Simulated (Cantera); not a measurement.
# Pyrogenic steam for wet oxidation

An isothermal, constant-pressure homogeneous reactor starts with 13.6 % H2, 3.03 % O2, 83.3 % N2, equivalence ratio 2.2, at 1048 K and 0.260 bar.

Model: the H2/O2 subset of GRI-Mech 3.0, which has no nitrogen chemistry, integrated in Cantera. The temperature is held fixed by assumption; the heat of reaction is taken as removed at once.

| t (s) | x H2 | x O2 | x H | x H2O2 | x HO2 |
|---|---|---|---|---|---|
| 6.00e-6 | 0.136 | 0.0303 | 1.63e-11 | <1e-12 | 1.65e-11 |
| 2.69e-5 | 0.136 | 0.0303 | 7.81e-11 | <1e-12 | 7.50e-11 |
| 0.000121 | 0.136 | 0.0303 | 5.84e-10 | 1.02e-12 | 3.68e-10 |
| 0.000543 | 0.136 | 0.0303 | 5.74e-8 | 5.17e-11 | 8.91e-9 |
| 0.00244 | 0.0635 | 0.000383 | 0.0287 | 4.01e-9 | 1.01e-7 |
| 0.0110 | 0.0762 | 2.37e-7 | 0.00362 | 2.57e-10 | 6.59e-11 |
| 0.0492 | 0.0777 | 9.17e-9 | 0.000729 | 4.93e-11 | 3.02e-12 |
| 0.221 | 0.0780 | 4.62e-10 | 0.000159 | 9.99e-12 | <1e-12 |
| 0.992 | 0.0781 | 2.80e-11 | 3.52e-5 | 1.72e-12 | <1e-12 |
| 4.45 | 0.0781 | 1.87e-12 | 7.83e-6 | <1e-12 | <1e-12 |
| 20.0 | 0.0781 | <1e-12 | 1.74e-6 | <1e-12 | <1e-12 |
x: mole fraction; the columns are a selection and need not sum to one.

Equilibrium at this temperature and pressure: H2 0.0781, O2 <1e-12, H 4.26e-9, H2O2 <1e-12, HO2 <1e-12 (gas phase only).
